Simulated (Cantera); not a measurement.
An isothermal, constant-pressure homogeneous reactor starts with CH₄ : H₂O = 1 : 4.1 (molar parts), at 1375 K and 760 Torr.

Detailed kinetics in Cantera: GRI-Mech 3.0 (53 species, 325 reactions).

x: mole fraction; the columns are a selection and need not sum to one.

```csv
t (s),x CH₄,x H₂O,x OH,x CH₂O,x HCO,x H
7.00e-5,0.196,0.804,6.33e-9,4.51e-12,<1e-12,3.86e-9
0.000209,0.196,0.804,___,1.12e-10,<1e-12,3.89e-9
0.000626,0.196,0.804,4.31e-8,2.29e-9,<1e-12,4.10e-9
0.00187,0.196,0.804,6.06e-8,2.11e-8,<1e-12,4.45e-9
0.00560,0.196,0.804,7.10e-8,1.03e-7,<1e-12,5.11e-9
0.0167,0.196,0.804,9.23e-8,4.82e-7,2.20e-12,7.60e-9
0.0500,0.195,0.804,1.20e-7,1.96e-6,1.18e-11,1.76e-8
0.150,0.191,0.802,1.29e-7,3.27e-6,2.21e-11,5.15e-8
0.447,0.182,0.796,1.21e-7,2.90e-6,2.11e-11,1.47e-7
1.34,0.160,0.779,1.09e-7,2.21e-6,1.99e-11,3.58e-7
4.00,___,0.746,___,___,2.28e-11,___
```

### Question
What belongs in the gaps?

### Answer

- 0.000209, x OH: 1.79e-8
- 4.00, x CH₄: 0.120
- 4.00, x OH: 9.74e-8
- 4.00, x CH₂O: 1.39e-6
- 4.00, x H: 7.32e-7
